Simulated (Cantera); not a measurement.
A closed system holds: 1 mol Ca(OH)2, 2.8 mol H2, held at 1975 °C and 0.260 bar.

Method: chemical equilibrium by Gibbs-energy minimisation in Cantera with the NASA 1993 tables (ideal gas, pure condensed phases). Candidate condensed phases: Ca, CaO, Ca(OH)2, H2O; 14 gas species. Equilibrium is a limit: real reactors are often held back by kinetics, nucleation or transport.

Base state: H2 0.726, H2O 0.261, H 0.0123, OH 0.000660, Ca(OH)2 0.000147, CaOH 0.000105, Ca 4.10e-5 (mole fractions); condensed: CaO(s).

**Question.** What changes in the equilibrium state with this change: pressure from 0.260 bar to 1.33 mbar?

**Answer.** 
```json
[
 {"species": "H2", "before": "0.726", "after": "0.591"},
 {"species": "H2O", "before": "0.261", "after": "0.235"},
 {"species": "H", "before": "0.0123", "after": "0.155"},
 {"species": "Ca", "before": "4.10e-5", "after": "0.00722"},
 {"species": "O2", "before": "1.16e-6", "after": "0.000277"},
 {"species": "O", "before": "7.70e-6", "after": "0.00166"},
 {"species": "CaO", "before": "2.72e-7", "after": "5.31e-5"},
 {"species": "OH", "before": "0.000660", "after": "0.00920"},
 {"species": "CaO(s), mol", "before": "0.999", "after": "0.963"}
]
```
